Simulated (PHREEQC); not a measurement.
Make-up at 25 °C: 0.032 mol/kgw CuCl2, 0.0018 mol/kgw H2SO4 and 0.000957 mol/kgw H3BO3. Closed to the air; pH follows from the charge balance.

The numbers come from PHREEQC with the ion-association model, phreeqc.dat.

No solid was allowed to form.

Task: Order these Cu species by the share of Cu that they hold, largest first: CuCl2, CuCl+, Cu+2, CuSO4.

Result: Cu+2 (91 %), CuCl+ (6.2 %), CuSO4 (2.5 %), CuCl2 (0.12 %)

Task: Order these S species by the share of S that they hold, largest first: CuSO4, SO4-2, HSO4-.

Result: SO4-2 (49 %), CuSO4 (44 %), HSO4- (6.7 %)

The pH is 2.54 and the ionic strength 0.0939 mol/kgw. Species that the database lacks are ignored.
